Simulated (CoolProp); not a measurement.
Vapour-liquid equilibrium of dimethyl ether (1) + chloromethane (R40) (2) at 17.65 °C; x and y are mole fractions of (1).

Model: multi-fluid Helmholtz-energy mixture model, Wu 2011 and Thol 2014; pair parameters Bell 2016, in CoolProp.

```tsv
x	bubble pressure, mixture model (kPa)	bubble pressure, Raoult's law (kPa)	y, mixture model	y, Raoult's law
0.05	459.8	464.1	0.044	0.051
0.2	?	465.7	0.186	0.204
0.35	?	467.4	0.341	0.355
0.5	?	469.1	0.504	0.506
0.65	448.5	470.8	0.667	0.655
0.8	457.0	472.4	?	0.804
0.95	469.6	474.1	0.959	0.951
```

Problem. Some entries are withheld; supply them.

Solution. 
- 0.2, bubble pressure, mixture model (kPa): 450.7
- 0.35, bubble pressure, mixture model (kPa): 445.5
- 0.5, bubble pressure, mixture model (kPa): 444.7
- 0.8, y, mixture model: 0.821

The largest gap from Raoult's law is -5.2 % in bubble pressure, at x = 0.5. y crosses x between x = 0.35 and 0.5: the model has an azeotrope there.

Pair parameters are fitted to limited data, so mixtures are less certain than the pure fluids.
